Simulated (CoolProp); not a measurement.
Vapour-liquid equilibrium of fluoroethane (R161) (1) + R227EA (2) at -43.75 °C; x and y are mole fractions of (1).

Values from CoolProp's multi-fluid Helmholtz-energy mixture model, Wu 2012 and Lemmon 2016; pair parameters Bell 2016.

| x | bubble pressure (MPa) | y at the bubble point | dew pressure at overall composition x (MPa) | liquid density (mol/L) |
|---|---|---|---|---|
| 0.05 | 0.02641 | 0.065 | 0.02632 | 9.867 |
| 0.15 | 0.02804 | 0.231 | 0.02712 | 10.39 |
| 0.25 | 0.03116 | 0.414 | 0.02831 | 10.96 |
| 0.35 | 0.03567 | 0.579 | 0.02990 | 11.56 |
| 0.45 | 0.04124 | 0.710 | 0.03198 | 12.22 |
| 0.55 | 0.04744 | 0.805 | 0.03471 | 12.93 |
| 0.65 | 0.05388 | 0.874 | 0.03839 | 13.72 |
| 0.75 | 0.06028 | 0.923 | 0.04357 | 14.58 |
| 0.85 | 0.06651 | 0.959 | 0.05141 | 15.54 |
| 0.95 | 0.07256 | 0.988 | 0.06476 | 16.61 |

No azeotrope shows between x = 0.05 and 0.95.

Pair parameters are fitted to limited data, so mixtures are less certain than the pure fluids.
